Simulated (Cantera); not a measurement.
A perfectly stirred reactor is fed with 6.75 % CH₄, 2.09 % C₂H₆, 18.9 % O₂, 70.9 % N₂, 1.42 % CO₂, equivalence ratio 1.1, at 4.93 atm; it is adiabatic with a 725 K inlet, and is followed from long to short residence time, starting on the burning branch (τ in s: 0.049, 0.021, 0.0089, 0.0037, 0.0016, 0.00067, 0.00028, 0.00012, 5.1e-05, 2.2e-05, 9.1e-06).

Model: GRI-Mech 3.0 (53 species, 325 reactions), integrated in Cantera.

One state of this run: T (K) = 2461; x CH₄ = 5.69e-6; x C₂H₆ = 1.22e-7; x O₂ = 0.00212; x CH₂CO = 6.00e-8; x HO₂ = 9.52e-7; x CH₃ = 5.10e-6; x CH₂O = 1.14e-6. x: mole fraction; the columns are a selection and need not sum to one.

**Question.** Which value of τ (s) does it belong to?
A) 0.0016
B) 0.021
C) 0.0089
D) 0.00067

**Answer.** C, 0.0089
